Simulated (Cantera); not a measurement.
Feed: 1 mol Si, 0.79 mol HCl, 2.4 mol H2, held at 82.5 Torr.

These are equilibrium values from Cantera (NASA tables, ideal gas, pure condensed phases), not measurements of a reactor. Candidate condensed phases: Si; 19 gas species. The tables' values for SiCl3 are old estimates; treat these amounts as uncertain. Kinetics and transport are ignored.

x: gas mole fraction; n: condensed amount in mol.

```tsv
T (°C)	x H2	x SiCl4	x HCl	x SiHCl3	x SiCl2	n Si(s)
327	0.928	0.0491	5.52e-5	0.0227	1.45e-9	0.785
377	0.928	0.0494	?	0.0222	?	0.785
427	0.928	0.0497	0.000434	0.0217	1.45e-7	0.786
477	0.927	0.0499	?	0.0212	?	0.786
527	0.927	0.0499	0.00202	0.0207	4.50e-6	0.787
577	0.925	0.0497	0.00378	0.0202	1.84e-5	0.789
627	0.923	0.0493	0.00658	0.0196	6.36e-5	0.791
677	0.920	0.0483	0.0107	0.0190	0.000192	0.795
727	0.916	0.0468	0.0166	0.0182	0.000513	0.799
777	0.910	0.0445	0.0245	0.0172	0.00123	0.804
827	0.902	0.0412	0.0345	0.0159	0.00269	0.809
877	0.892	0.0367	0.0465	0.0143	0.00534	0.815
```

Problem. Some entries are withheld; supply them.

Solution. 
- 477, x HCl: 0.000987
- 477, x SiCl2: 9.09e-7
- 377, x HCl: 0.000168
- 377, x SiCl2: 1.74e-8
